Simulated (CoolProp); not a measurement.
The fluid at 436.21 K and 0.711 MPa flows at 15 m/s in a round tube of 12.7 mm bore and 45 µm roughness, fully developed (64/Re and Nu = 3.66 if laminar; Colebrook and Gnielinski if turbulent). The same conditions are run with several fluids, on thermodynamics alone (safety and materials aside).

The numbers come from the reference Helmholtz-energy equation of state of each fluid (o-xylene: Zhou 2012; n-decane: Lemmon 2006; toluene: Lemmon 2006; n-octane: Beckmüller 2019; ethylbenzene: Zhou 2012) in CoolProp.

```csv
fluid,Reynolds number,Darcy friction factor,pressure drop (Pa/m),heat-transfer coefficient (W/(m² K)),mass flow (kg/h)
o-xylene,653000,0.0276,184000,35400,5140
n-decane,529000,0.0277,151000,31500,4210
toluene,788000,0.0276,177000,38300,4940
n-octane,718000,0.0276,141000,34900,3930
ethylbenzene,729000,0.0276,179000,37500,5020
```

Transport values come from each fluid's own correlations; those of ethylbenzene are estimates that may be off by 10 % or more.
